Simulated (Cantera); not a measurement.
Input: 1 mol Si, 0.92 mol Cl2, equilibrated at 177 °C and 0.0100 bar.

Method: chemical equilibrium by Gibbs-energy minimisation in Cantera with the NASA 1993 tables (ideal gas, pure condensed phases). Candidate condensed phases: Si; 9 gas species. The numbers say what is thermodynamically allowed, not how fast it happens.

**Question.** What is the equilibrium state?

**Answer.** x(SiCl4): 1.00
n(Si(s)): 0.540 mol
gas amount: 0.4600 mol
